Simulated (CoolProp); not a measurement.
Acetone along the isobar 148 bar: Z from the reference equation and from simpler models built on Tc = 508.1 K, pc = 46.92 bar, ω = 0.307; each cubic takes its own stable root.

The numbers come from the reference Helmholtz-energy equation of state, Lemmon 2006 in CoolProp. It is a short technical equation, of lower accuracy than the large ones.

| T (K) | phase | reference | van der Waals | Redlich-Kwong | Soave-Redlich-Kwong | Peng-Robinson |
|---|---|---|---|---|---|---|
| 196.5 | liquid | 0.5840 | 1.149 | 0.7808 | 0.7707 | (withheld) |
| 205.9 | liquid | 0.5634 | 1.104 | (withheld) | 0.7403 | 0.6610 |
| 215.3 | liquid | 0.5446 | 1.063 | 0.7240 | 0.7128 | 0.6362 |
| 224.7 | liquid | 0.5275 | 1.025 | (withheld) | 0.6878 | 0.6137 |
| 234.1 | liquid | 0.5118 | 0.9912 | 0.6773 | 0.6650 | 0.5931 |
| 243.6 | liquid | 0.4974 | 0.9596 | 0.6568 | 0.6440 | (withheld) |
| 253 | liquid | 0.4842 | 0.9308 | 0.6383 | 0.6250 | 0.5571 |
| 262.4 | liquid | 0.4721 | 0.9042 | 0.6214 | 0.6076 | 0.5414 |
| 271.8 | liquid | (withheld) | 0.8797 | 0.6059 | 0.5917 | 0.5270 |

Complete the blanks.


- 196.5, Peng-Robinson: 0.6884
- 205.9, Redlich-Kwong: 0.7510
- 224.7, Redlich-Kwong: 0.6996
- 243.6, Peng-Robinson: 0.5742
- 271.8, reference: 0.4610
